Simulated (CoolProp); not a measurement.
R404A at several states: Z from the reference equation and from simpler models built on Tc = 345.3 K, pc = 3.735 MPa, ω = 0.293; each cubic takes its own stable root.

Computed with CoolProp (reference Helmholtz-energy equation of state, Lemmon 2003). It is a pseudo-pure fit of the blend.

```tsv
T (K)	p (MPa)	phase	reference
239.4	0.016	gas	0.9940
236.6	0.0733	gas	0.9709
316.4	8.91	liquid	0.3178
348.8	1.31	gas	0.8662
434.3	9.73	supercritical	0.6355
```

Question: How far does each simpler model (van der Waals, Soave-Redlich-Kwong) lie from the reference over these 5 states: mean and median of the absolute difference, and the worst?

Answer: 
- van der Waals: mean 13.1 %, median 2.5 %, worst +55.9 % at 316.4 K and 8.91 MPa
- Soave-Redlich-Kwong: mean 6.1 %, median 1.0 %, worst +16.0 % at 316.4 K and 8.91 MPa
